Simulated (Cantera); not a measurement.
Equilibrium for thermal oxidation and active oxidation of silicon: Si + H2O + N2

Input: 1 mol Si, a varied amount of H2O, 36 mol N2, equilibrated at 925 K and 23.0 Pa.

Equilibrium computed with Cantera from the NASA thermochemical tables; the gas is ideal and each condensed phase is pure. Candidate condensed phases: H2O, Si, SiO2, Si2N2O, Si3N4; 35 gas species. N2 is the only nitrogen source here; it is nearly inert below about 1500 K, so the nitride shown seldom forms there in practice. The numbers say what is thermodynamically allowed, not how fast it happens.

| n(H2O) (mol) | log p N2 | log p H2 | log p H2O | log p H | log p NH3 | n Si2N2O(s) | n Si3N4(s) | n SiO2(β-quartz) |
|---|---|---|---|---|---|---|---|---|
| 0.026 | -3.64 | -6.77 | <-15 | -12.97 | -14.98 | 0.0260 | 0.316 | 0 |
| 0.048 | -3.64 | -6.51 | <-15 | -12.84 | -14.58 | 0.0480 | 0.301 | 0 |
| 0.087 | -3.64 | -6.25 | <-15 | -12.71 | -14.19 | 0.0870 | 0.275 | 0 |
| 0.16 | -3.64 | -5.98 | <-15 | -12.58 | -13.80 | 0.160 | 0.227 | 0 |
| 0.3 | -3.64 | -5.71 | <-15 | -12.44 | -13.39 | 0.300 | 0.133 | 0 |
| 0.54 | -3.64 | -5.46 | -10.68 | -12.32 | -13.02 | 0.487 | 0 | 0.0267 |
| 1 | -3.65 | -5.20 | -10.42 | -12.19 | -12.63 | 0.333 | 0 | 0.333 |
| 1.8 | -3.66 | -4.96 | -10.18 | -12.06 | -12.27 | 0.0667 | 0 | 0.867 |
log p: log10 of the partial pressure in bar; n: condensed amount in mol.

From 0.026 mol H2O to 0.3 mol H2O the condensed part is Si2N2O(s) + Si3N4(s). From 0.54 mol H2O to 1.8 mol H2O the condensed part is SiO2(β-quartz) + Si2N2O(s).
